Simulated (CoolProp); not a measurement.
The fluid at 242.63 K and 0.385 MPa is throttled through a valve to 0.226 MPa with no heat exchange. The same conditions are run with several fluids, on thermodynamics alone (safety and materials aside).

Model: reference Helmholtz-energy equation of state of each fluid (sulfur hexafluoride: Guder 2009; ethylene: Smukala 2000; CF4 (R14): Platzer 1990; normal hydrogen: Leachman 2009; ethane: Bücker 2006), in CoolProp. The equations of Platzer and Polt are older, rougher fits.

```json
[
 {"fluid": "sulfur hexafluoride", "temperature change (K)": "-3.1", "final density (kg/m³)": "17.5"},
 {"fluid": "ethylene", "temperature change (K)": "-2.8", "final density (kg/m³)": "3.26"},
 {"fluid": "CF4 (R14)", "temperature change (K)": "-1.4", "final density (kg/m³)": "10.1"},
 {"fluid": "normal hydrogen", "temperature change (K)": "+0.0", "final density (kg/m³)": "0.225"},
 {"fluid": "ethane", "temperature change (K)": "-3.1", "final density (kg/m³)": "3.53"}
]
```
